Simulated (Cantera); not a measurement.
Input: 1 mol borazine, 0.85 mol H2O, 0.19 mol H2, equilibrated at 1225 K and 1.00 bar.

Method: chemical equilibrium by Gibbs-energy minimisation in Cantera with the NASA 1993 tables (ideal gas, pure condensed phases). Candidate condensed phases: B, BN, B2O3, B3O3H3, H2O; 39 gas species. The feed counts by its element totals alone. Mutual solubility and eutectic melting of coexisting phases are not modelled. Gases not in the tables: H3BO3. Equilibrium is a limit: real reactors are often held back by kinetics, nucleation or transport.

Base state: H2 0.932, N2 0.0645, H2O 0.00329, HBO2 6.76e-5, NH3 3.90e-5 (mole fractions); condensed: BN(s) + B2O3(l).

**Question.** What changes in the equilibrium state with this change: H2O from 0.85 to 0.51 mol?

**Answer.** 
```tsv
species	before	after
H2	0.932	0.954
N2	0.0645	0.0430
H2O	0.00329	0.00294
HBO2	6.76e-5	6.39e-5
NH3	3.90e-5	3.29e-5
BN(s), mol	2.44	2.67
B2O3(l), mol	0.278	0.166
```

**Question.** What changes in the equilibrium state with this change: H2O from 0.85 to 20 mol?

**Answer.** 
```csv
species,before,after
H2O,0.00329,0.621
H2,0.932,0.312
N2,0.0645,0.0609
(HBO2)3,2.02e-6,0.00521
HBO2,6.76e-5,0.000928
NH3,3.90e-5,7.33e-6
"BN(s), mol",2.44,0
"B2O3(l), mol",0.278,1.30
```

**Question.** What changes in the equilibrium state with this change: H2O from 0.85 to 2.2 mol?

**Answer.** 
```tsv
species	before	after
H2	0.932	0.877
N2	0.0645	0.119
H2O	0.00329	0.00380
HBO2	6.76e-5	7.26e-5
NH3	3.90e-5	4.83e-5
BN(s), mol	2.44	1.55
B2O3(l), mol	0.278	0.725
```
